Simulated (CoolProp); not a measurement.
Values from CoolProp's reference Helmholtz-energy equation of state, Thol 2012.

Q: For benzene, give the phase and the cv (kJ/(kg K)), speed of sound (m/s) at 346.85 °C and 2.28 bar; 346.85 °C and 3.34 bar.

A: 
- 346.85 °C and 2.28 bar: gas; cv 1.99, speed of sound 261
- 346.85 °C and 3.34 bar: gas; cv 1.99, speed of sound 260
